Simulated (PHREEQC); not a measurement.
Make-up at 85 °C: 0.0041 mol ZnSO4 per kg of water. Closed to the air; pH follows from the charge balance.

All values are PHREEQC results (ion-association model, wateq4f.dat), not measurements.

Q: The ionic strength comes out as 0.0118 mol/kgw. What activity coefficients do H+, ZnOH+, SO4-2, Zn+2, Zn(SO4)2-2 get?

A: H+ 0.90, ZnOH+ 0.88, SO4-2 0.61, Zn+2 0.62, Zn(SO4)2-2 0.61.

Precipitation was switched off in this run. At this temperature some constants are extrapolated from 25 °C, and those without enthalpy data are left unchanged.
